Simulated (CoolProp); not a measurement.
Computed with CoolProp (reference Helmholtz-energy equation of state, de Reuck 1993).

For methanol, give the phase and the Z, cp (kJ/(kg K)), isothermal compressibility (1/MPa), expansivity (1/kK) at 236.6 K and 14.7 kPa.


- 236.6 K and 14.7 kPa: liquid; Z 0.000284, cp 2.27, isothermal compressibility 0.000843, expansivity 1.14
